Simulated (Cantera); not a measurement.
An isothermal, constant-pressure homogeneous reactor starts with C₂H₆ : N₂ = 1 : 35 (molar parts), at 1723 K and 21.0 Pa. Integrator tolerance rtol = 1e-08.

Cantera simulation using GRI-Mech 3.0 (53 species, 325 reactions); the numbers are that mechanism's predictions, not measurements. GRI-Mech 3.0 stops at C3 and has no aromatics, soot or wall deposition, so with more carbon than oxygen in the feed, carbon stays in small species such as C2H2 where larger ones or solid carbon would form. Radical loss at walls, strong at low pressure, is not modelled.

### Question
What does this change do: N2 35 to 100 parts?

### Answer
```json
[
 {"quantity": "x(C₂H₆) at 30.0 s", "before": "4.76e-9 (gas-phase equilibrium <1e-12)", "after": "2.71e-10 (gas-phase equilibrium <1e-12)"},
 {"quantity": "x(C₂H) at 30.0 s", "before": "7.99e-7 (gas-phase equilibrium 1.94e-6)", "after": "6.10e-7 (gas-phase equilibrium 5.38e-7)"},
 {"quantity": "x(H₂) at 30.0 s", "before": "0.0510 (gas-phase equilibrium 0.0511)", "after": "0.0191 (gas-phase equilibrium 0.0185)"},
 {"quantity": "x(CH₃) at 30.0 s", "before": "9.88e-5 (gas-phase equilibrium 2.15e-8)", "after": "3.21e-5 (gas-phase equilibrium 3.20e-9)"},
 {"quantity": "x(HCN) at 30.0 s", "before": "5.06e-5 (gas-phase equilibrium 0.0414)", "after": "8.52e-5 (gas-phase equilibrium 0.0175)"},
 {"quantity": "x(CH₂) at 30.0 s", "before": "4.93e-7 (gas-phase equilibrium 1.27e-9)", "after": "3.30e-7 (gas-phase equilibrium 3.14e-10)"},
 {"quantity": "x(CH₄) at 30.0 s", "before": "0.000987 (gas-phase equilibrium 1.90e-8)", "after": "0.000156 (gas-phase equilibrium 1.70e-9)"}
]
```

### Question
What does this change do: temperature 1723 to 1550 K?

### Answer
```csv
quantity,before,after
x(C₂H₆) at 30.0 s,4.76e-9 (gas-phase equilibrium <1e-12),5.51e-8 (gas-phase equilibrium <1e-12)
x(C₂H) at 30.0 s,7.99e-7 (gas-phase equilibrium 1.94e-6),1.09e-7 (gas-phase equilibrium 1.58e-7)
x(H₂) at 30.0 s,0.0510 (gas-phase equilibrium 0.0511),0.0472 (gas-phase equilibrium 0.0524)
x(CH₃) at 30.0 s,9.88e-5 (gas-phase equilibrium 2.15e-8),0.000125 (gas-phase equilibrium 1.98e-8)
x(HCN) at 30.0 s,5.06e-5 (gas-phase equilibrium 0.0414),1.09e-5 (gas-phase equilibrium 0.0396)
x(CH₂) at 30.0 s,4.93e-7 (gas-phase equilibrium 1.27e-9),1.77e-7 (gas-phase equilibrium 1.67e-10)
x(CH₄) at 30.0 s,0.000987 (gas-phase equilibrium 1.90e-8),0.00358 (gas-phase equilibrium 1.02e-7)
```

### Question
What does this change do: temperature 1723 to 1775 K?

### Answer
```csv
quantity,before,after
x(C₂H₆) at 30.0 s,4.76e-9 (gas-phase equilibrium <1e-12),1.94e-9 (gas-phase equilibrium <1e-12)
x(C₂H) at 30.0 s,7.99e-7 (gas-phase equilibrium 1.94e-6),1.48e-6 (gas-phase equilibrium 3.74e-6)
x(H₂) at 30.0 s,0.0510 (gas-phase equilibrium 0.0511),0.0515 (gas-phase equilibrium 0.0503)
x(CH₃) at 30.0 s,9.88e-5 (gas-phase equilibrium 2.15e-8),8.10e-5 (gas-phase equilibrium 2.18e-8)
x(HCN) at 30.0 s,5.06e-5 (gas-phase equilibrium 0.0414),7.50e-5 (gas-phase equilibrium 0.0418)
x(CH₂) at 30.0 s,4.93e-7 (gas-phase equilibrium 1.27e-9),6.23e-7 (gas-phase equilibrium 2.15e-9)
x(CH₄) at 30.0 s,0.000987 (gas-phase equilibrium 1.90e-8),0.000556 (gas-phase equilibrium 1.20e-8)
```
